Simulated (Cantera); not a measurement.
Charge: 1 mol Si, 0.073 mol O₂, 42 mol H₂, 0.57 mol HCl, at 75.0 Torr.

Equilibrium computed with Cantera from the NASA thermochemical tables; the gas is ideal and each condensed phase is pure. Candidate condensed phases: H₂O, Si, SiO₂; 30 gas species. Mutual solubility and eutectic melting of coexisting phases are not modelled. The tables' values for SiCl are old estimates; treat these amounts as uncertain. The tables hold silica as quartz up to 1696 K and as liquid above; real silica turns to tridymite and cristobalite and melts near 1996 K. Gases not in the tables: Si₂H₆ and higher silanes. The numbers say what is thermodynamically allowed, not how fast it happens.

x: gas mole fraction; n: condensed amount in mol.

| T (K) | x H₂ | x H | x HCl | x Si | n Si(s) | n SiO₂(β-quartz) | n Si(l) |
|---|---|---|---|---|---|---|---|
| 1423 | 0.986 | 2.09e-5 | 0.0124 | 1.53e-8 | 0.881 | 0.0478 | 0 |
| 1523 | 0.984 | 7.25e-5 | 0.0123 | 1.80e-7 | 0.832 | 0 | 0 |
| 1623 | 0.984 | 0.000217 | 0.0123 | 1.56e-6 | 0.831 | 0 | 0 |
| 1723 | 0.983 | [?] | 0.0123 | [?] | 0 | 0 | 0.830 |
| 1823 | 0.982 | [?] | 0.0124 | [?] | 0 | 0 | 0.829 |
| 1923 | 0.980 | 0.00295 | 0.0124 | 0.000170 | 0 | 0 | 0.823 |
| 2023 | 0.977 | 0.00594 | 0.0124 | 0.000569 | 0 | 0 | 0.800 |
| 2123 | 0.970 | 0.0112 | 0.0124 | 0.00170 | 0 | 0 | 0.739 |
| 2223 | 0.958 | 0.0198 | 0.0122 | 0.00460 | 0 | 0 | 0.585 |

Q: Some entries are withheld; supply them.

A: 
- 1823, x H: 0.00136
- 1823, x Si: 4.42e-5
- 1723, x H: 0.000572
- 1723, x Si: 9.83e-6
